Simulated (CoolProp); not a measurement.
Vapour-liquid equilibrium of benzene (1) + n-octane (2) at 309.4 K; x and y are mole fractions of (1).

Model: multi-fluid Helmholtz-energy mixture model, Thol 2012 and Beckmüller 2019; pair parameters Bell 2016, in CoolProp.

Give the bubble pressure and the first vapour's composition at x = 0.2, 0.425, 0.875. Is there an azeotrope?

x = 0.2: 0.08243 bar, y = 0.663; x = 0.425: 0.1269 bar, y = 0.835; x = 0.875: 0.1909 bar, y = 0.966. No azeotrope shows between x = 0.05 and 0.95.

Pair parameters are fitted to limited data, so mixtures are less certain than the pure fluids.
